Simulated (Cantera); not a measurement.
**Premixed flame**

A freely propagating, adiabatic, planar premixed flame of 39.0 % H₂, 12.2 % O₂, 45.7 % N₂, 3.12 % H₂O, equivalence ratio 1.6, unburnt at 675 K and 13300 Pa; mixture-averaged transport, grid criteria slope 0.08 and curve 0.16, no radiation.

Computed with Cantera and the H2/O2 subset of GRI-Mech 3.0, which has no nitrogen chemistry. Burning velocities carry a grid error of a few per cent, more on coarse grids.

```json
[
 {"z (mm)": "-19.8", "T (K)": "675", "u (m/s)": "8.57", "x H₂": "0.390", "x O₂": "0.122", "x H₂O": "0.0312", "x H₂O₂": "<1e-8", "x OH": "<1e-8", "x HO₂": "<1e-8"},
 {"z (mm)": "-13.2", "T (K)": "675", "u (m/s)": "8.57", "x H₂": "0.390", "x O₂": "0.122", "x H₂O": "0.0312", "x H₂O₂": "<1e-8", "x OH": "<1e-8", "x HO₂": "<1e-8"},
 {"z (mm)": "-9.88", "T (K)": "675", "u (m/s)": "8.57", "x H₂": "0.390", "x O₂": "0.122", "x H₂O": "0.0312", "x H₂O₂": "<1e-8", "x OH": "<1e-8", "x HO₂": "<1e-8"},
 {"z (mm)": "-6.59", "T (K)": "675", "u (m/s)": "8.57", "x H₂": "0.390", "x O₂": "0.122", "x H₂O": "0.0312", "x H₂O₂": "<1e-8", "x OH": "<1e-8", "x HO₂": "4.68e-7"},
 {"z (mm)": "-3.29", "T (K)": "681", "u (m/s)": "8.64", "x H₂": "0.389", "x O₂": "0.122", "x H₂O": "0.0317", "x H₂O₂": "1.87e-7", "x OH": "1.66e-5", "x HO₂": "3.98e-5"},
 {"z (mm)": "-1.65", "T (K)": "775", "u (m/s)": "9.75", "x H₂": "0.369", "x O₂": "0.118", "x H₂O": "0.0414", "x H₂O₂": "2.46e-7", "x OH": "0.000224", "x HO₂": "3.07e-5"},
 {"z (mm)": "0", "T (K)": "1124", "u (m/s)": "13.8", "x H₂": "0.223", "x O₂": "0.0689", "x H₂O": "0.143", "x H₂O₂": "4.16e-7", "x OH": "0.00273", "x HO₂": "1.24e-5"},
 {"z (mm)": "1.65", "T (K)": "1376", "u (m/s)": "16.7", "x H₂": "0.117", "x O₂": "0.0124", "x H₂O": "0.250", "x H₂O₂": "4.33e-7", "x OH": "0.00593", "x HO₂": "2.10e-6"},
 {"z (mm)": "3.29", "T (K)": "1473", "u (m/s)": "17.8", "x H₂": "0.115", "x O₂": "0.00765", "x H₂O": "0.260", "x H₂O₂": "3.85e-7", "x OH": "0.00730", "x HO₂": "1.17e-6"},
 {"z (mm)": "6.59", "T (K)": "1593", "u (m/s)": "19.0", "x H₂": "0.122", "x O₂": "0.00644", "x H₂O": "0.264", "x H₂O₂": "2.84e-7", "x OH": "0.00889", "x HO₂": "8.61e-7"},
 {"z (mm)": "13.2", "T (K)": "1731", "u (m/s)": "20.5", "x H₂": "0.130", "x O₂": "0.00523", "x H₂O": "0.269", "x H₂O₂": "1.69e-7", "x OH": "0.0104", "x HO₂": "6.21e-7"},
 {"z (mm)": "26.4", "T (K)": "1878", "u (m/s)": "22.0", "x H₂": "0.138", "x O₂": "0.00388", "x H₂O": "0.275", "x H₂O₂": "8.86e-8", "x OH": "0.0112", "x HO₂": "4.25e-7"},
 {"z (mm)": "52.7", "T (K)": "2022", "u (m/s)": "23.4", "x H₂": "0.144", "x O₂": "0.00258", "x H₂O": "0.283", "x H₂O₂": "4.62e-8", "x OH": "0.0111", "x HO₂": "2.86e-7"}
]
```
x: mole fraction of selected species; z is measured from the peak of heat release.

```yaml
laminar_burning_velocity: 857 cm/s
thermal_thickness: 6.59 mm
peak x(H₂O₂): 4.76e-7
peak x(OH): 0.0113
peak x(HO₂): 4.02e-5
grid_points: 139
```
